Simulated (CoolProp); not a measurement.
Vapour-liquid equilibrium of CHF3 (R23) (1) + C2F6 (R116) (2) at 1.04 bar; x and y are mole fractions of (1).

Values from CoolProp's multi-fluid Helmholtz-energy mixture model, Penoncello 2003 and Lemmon 2006; pair parameters Bell 2016.

| x | bubble temperature (K) | y at the bubble point | dew temperature at overall composition x (K) | liquid density (mol/L) |
|---|---|---|---|---|
| 0.05 | 192.0 | ? | 194.7 | 11.96 |
| 0.125 | 189.0 | 0.367 | 193.5 | 12.43 |
| 0.2 | 187.5 | 0.449 | 192.1 | 12.90 |
| 0.275 | 186.7 | 0.495 | 190.8 | 13.38 |
| 0.35 | 186.2 | 0.523 | 189.3 | 13.90 |
| 0.425 | 186.0 | 0.542 | 187.9 | 14.45 |
| 0.5 | 185.9 | 0.556 | 186.6 | 15.05 |
| 0.575 | 185.9 | 0.569 | 185.9 | 15.71 |
| 0.65 | 186.0 | ? | 186.6 | 16.44 |
| 0.725 | 186.1 | 0.607 | 187.6 | 17.23 |
| 0.8 | 186.5 | 0.644 | 188.7 | ? |
| 0.875 | 187.4 | 0.710 | 189.8 | 19.01 |
| 0.95 | 189.3 | 0.839 | 190.9 | 19.98 |

### Question
What belongs in the gaps?

### Answer

- 0.05, y at the bubble point: 0.206
- 0.65, y at the bubble point: 0.585
- 0.8, liquid density (mol/L): 18.09

y crosses x between x = 0.5 and 0.575: the model has an azeotrope there.

Pair parameters are fitted to limited data, so mixtures are less certain than the pure fluids.
